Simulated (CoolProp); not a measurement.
50 sccm (0 °C, 1 atm) of nitrogen bubbles through liquid ethanol at 332.6 K and leaves saturated at a total pressure of 0.15 MPa (ideal gas phase). Each further row changes one setting.

The numbers come from the reference Helmholtz-energy equation of state, Schroeder 2014 in CoolProp.

```
case                      vapour pressure (kPa)  mole fraction of vapour  delivery (mg/min)  delivery (sccm)  change of delivery for a bath 1 K warmer (%)
------------------------  ---------------------  -----------------------  -----------------  ---------------  --------------------------------------------
as stated                                  45.6                    0.304               44.9             21.8                                           ___
bath temperature 337.6 K                   56.9                      ___               62.7             30.5                                           7.3
total pressure 0.3 MPa                     45.6                    0.152               18.4              ___                                           5.4
```

Q: Some entries are withheld; supply them.

A: 
- as stated, change of delivery for a bath 1 K warmer (%): 6.7
- bath temperature 337.6 K, mole fraction of vapour: 0.379
- total pressure 0.3 MPa, delivery (sccm): 8.96
